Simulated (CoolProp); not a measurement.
Properties of chloromethane (R40) along the isotherm 443 K (Tc = 418.6 K, pc = 69.29 bar, ω = 0.150).

The numbers come from the reference Helmholtz-energy equation of state, Thol 2014 in CoolProp.

```json
[
 {"p (bar)": "1.1", "phase": "gas", "Z": "0.9952", "cv (kJ/(kg K))": "0.8537", "Joule-Thomson coefficient (K/MPa)": "10.60", "isothermal compressibility (1/MPa)": "9.135", "expansivity (1/kK)": "2.294", "fugacity coefficient": "0.9952"},
 {"p (bar)": "1.65", "phase": "gas", "Z": "0.9927", "cv (kJ/(kg K))": "0.8548", "Joule-Thomson coefficient (K/MPa)": "10.61", "isothermal compressibility (1/MPa)": "6.105", "expansivity (1/kK)": "2.313", "fugacity coefficient": "0.9928"},
 {"p (bar)": "2.49", "phase": "gas", "Z": "0.9890", "cv (kJ/(kg K))": "0.8564", "Joule-Thomson coefficient (K/MPa)": "10.61", "isothermal compressibility (1/MPa)": "4.061", "expansivity (1/kK)": "2.342", "fugacity coefficient": "0.9891"},
 {"p (bar)": "3.76", "phase": "gas", "Z": "0.9833", "cv (kJ/(kg K))": "0.8588", "Joule-Thomson coefficient (K/MPa)": "10.62", "isothermal compressibility (1/MPa)": "2.705", "expansivity (1/kK)": "2.388", "fugacity coefficient": "0.9835"},
 {"p (bar)": "5.67", "phase": "gas", "Z": "0.9747", "cv (kJ/(kg K))": "0.8625", "Joule-Thomson coefficient (K/MPa)": "10.63", "isothermal compressibility (1/MPa)": "1.810", "expansivity (1/kK)": "2.458", "fugacity coefficient": "0.9752"},
 {"p (bar)": "8.56", "phase": "gas", "Z": "0.9616", "cv (kJ/(kg K))": "0.8681", "Joule-Thomson coefficient (K/MPa)": "10.65", "isothermal compressibility (1/MPa)": "1.216", "expansivity (1/kK)": "2.570", "fugacity coefficient": "0.9627"},
 {"p (bar)": "12.9", "phase": "gas", "Z": "0.9415", "cv (kJ/(kg K))": "0.8769", "Joule-Thomson coefficient (K/MPa)": "10.68", "isothermal compressibility (1/MPa)": "0.8248", "expansivity (1/kK)": "2.752", "fugacity coefficient": "0.9441"},
 {"p (bar)": "19.5", "phase": "gas", "Z": "0.9101", "cv (kJ/(kg K))": "0.8906", "Joule-Thomson coefficient (K/MPa)": "10.72", "isothermal compressibility (1/MPa)": "0.5660", "expansivity (1/kK)": "3.069", "fugacity coefficient": "0.9160"},
 {"p (bar)": "29.4", "phase": "gas", "Z": "0.8608", "cv (kJ/(kg K))": "0.9126", "Joule-Thomson coefficient (K/MPa)": "10.78", "isothermal compressibility (1/MPa)": "0.3999", "expansivity (1/kK)": "3.658", "fugacity coefficient": "0.8746"},
 {"p (bar)": "44.3", "phase": "gas", "Z": "0.7799", "cv (kJ/(kg K))": "0.9494", "Joule-Thomson coefficient (K/MPa)": "10.85", "isothermal compressibility (1/MPa)": "0.2994", "expansivity (1/kK)": "4.961", "fugacity coefficient": "0.8137"},
 {"p (bar)": "66.9", "phase": "gas", "Z": "0.6337", "cv (kJ/(kg K))": "1.018", "Joule-Thomson coefficient (K/MPa)": "10.75", "isothermal compressibility (1/MPa)": "0.2665", "expansivity (1/kK)": "9.386", "fugacity coefficient": "0.7234"},
 {"p (bar)": "101", "phase": "supercritical", "Z": "0.3414", "cv (kJ/(kg K))": "1.102", "Joule-Thomson coefficient (K/MPa)": "5.468", "isothermal compressibility (1/MPa)": "0.2087", "expansivity (1/kK)": "27.31", "fugacity coefficient": "0.5874"},
 {"p (bar)": "152", "phase": "supercritical", "Z": "0.3574", "cv (kJ/(kg K))": "1.011", "Joule-Thomson coefficient (K/MPa)": "1.528", "isothermal compressibility (1/MPa)": "0.02742", "expansivity (1/kK)": "7.104", "fugacity coefficient": "0.4472"},
 {"p (bar)": "230", "phase": "supercritical", "Z": "0.4755", "cv (kJ/(kg K))": "0.9728", "Joule-Thomson coefficient (K/MPa)": "0.5634", "isothermal compressibility (1/MPa)": "0.01066", "expansivity (1/kK)": "3.868", "fugacity coefficient": "0.3504"},
 {"p (bar)": "346", "phase": "supercritical", "Z": "0.6550", "cv (kJ/(kg K))": "0.9526", "Joule-Thomson coefficient (K/MPa)": "0.1309", "isothermal compressibility (1/MPa)": "0.005616", "expansivity (1/kK)": "2.621", "fugacity coefficient": "0.2927"}
]
```
